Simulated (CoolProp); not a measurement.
Values from CoolProp's reference Helmholtz-energy equation of state, Younglove 1994. It is a modified Benedict-Webb-Rubin equation, recast in Helmholtz form.

### Question
Give the vapour pressure (MPa), vapour density (kg/m³), vapour viscosity (µPa s) of saturated R123 at 320.6, 323.3, 352.9 K.

### Answer
| T (K) | p (MPa) | vapour density (kg/m³) | vapour viscosity (µPa s) |
|---|---|---|---|
| 320.6 | 0.196 | 12.1 | 11.5 |
| 323.3 | 0.213 | 13.1 | 11.6 |
| 352.9 | 0.486 | 29.0 | 12.6 |

Viscosity comes from a separate model (Tanaka 1996).
